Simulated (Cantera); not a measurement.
Charge: 1 mol Cr2O3, 20 mol H2, 1.6 mol H2O, at 2123 K and 6.00 mbar.

Method: chemical equilibrium by Gibbs-energy minimisation in Cantera with the NASA 1993 tables (ideal gas, pure condensed phases). Rates play no part.

```
species          before     after
-------------  --------  --------
H2                0.788     0.832
H2O               0.127     0.110
H                0.0411    0.0299
Cr               0.0376    0.0254
O               3.03e-5   1.24e-5
CrO2           0.000260  0.000118
CrO             0.00466   0.00258
OH             0.000820  0.000487
Cr2O3(s), mol     0.510     0.683
```
Gas species are given as mole fractions.

Question: Name the change that produced these shifts.
(A) H2 from 20 to 350 mol
(B) temperature from 2123 K to 1850 K
(C) pressure from 6.00 mbar to 12.0 mbar
(D) temperature from 2123 K to 1448 K

Answer: C, pressure from 6.00 mbar to 12.0 mbar
